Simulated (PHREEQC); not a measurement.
Dissolve 0.045 mol/kgw H2SO4, 0.017 mol/kgw NiSO4 and 0.0013 mol/kgw Fe2(SO4)3 at 25 °C. Closed to the air; pH follows from the charge balance.

All values are PHREEQC results (ion-association model, wateq4f.dat), not measurements.

No solid was allowed to form.

**Question.** Order these S species by the share of S that they hold, largest first: FeSO4+, SO4-2, Fe(SO4)2-, HSO4-, NiSO4.

**Answer.** HSO4- (58 %), SO4-2 (30 %), NiSO4 (8.5 %), FeSO4+ (2.7 %), Fe(SO4)2- (0.84 %)

The pH is 1.37 and the ionic strength 0.109 mol/kgw. Examples of supersaturated solids here: Hematite (slow to form), Goethite (slow to form). Others may be too. Complexes and solids missing from the database can't appear.
